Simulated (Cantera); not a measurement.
Feed: 1 mol BCl3, 10 mol H2O, 8.5 mol N2, held at 0.440 bar.

Cantera equilibrium calculation (NASA polynomials, part measured and part estimated; ideal gas, pure solids and liquids). Candidate condensed phases: B, BN, B2O3, B3O3H3, H2O, NH4Cl; 49 gas species. The tables' values for BOCl are old estimates; treat these amounts as uncertain. Gases not in the tables: H3BO3. Equilibrium is a limit: real reactors are often held back by kinetics, nucleation or transport.

x: gas mole fraction; n: condensed amount in mol.

```tsv
T (°C)	x N2	x H2O	x HCl	x HBO2	x (HBO2)3	x H2	x Cl	n B2O3(l)
477	0.429	0.403	0.151	1.88e-8	0.0168	1.91e-8	5.61e-10	0
627	0.427	0.414	0.151	2.45e-6	0.00854	2.46e-7	5.22e-8	0.245
777	0.426	0.420	0.150	[?]	[?]	[?]	[?]	[?]
927	0.425	0.422	0.150	0.000814	0.00212	1.04e-5	1.20e-5	0.428
1077	0.424	0.420	0.150	0.00535	0.00127	5.20e-5	6.21e-5	0.408
1227	0.420	0.407	0.148	0.0233	0.000798	0.000204	0.000222	0.239
1377	0.415	0.390	0.146	0.0477	[?]	[?]	[?]	0
1527	0.414	0.389	0.145	0.0477	5.08e-6	0.00172	0.00144	0
1677	0.413	0.387	0.143	0.0473	3.23e-7	0.00396	0.00294	0
1827	0.412	0.382	0.140	0.0466	3.06e-8	0.00812	0.00537	0
```

Question: What belongs in the gaps?

Answer: 
- 1377, x (HBO2)3: 0.000131
- 1377, x H2: 0.000642
- 1377, x Cl: 0.000617
- 777, x HBO2: 6.93e-5
- 777, x (HBO2)3: 0.00395
- 777, x H2: 1.78e-6
- 777, x Cl: 1.26e-6
- 777, n B2O3(l): 0.381
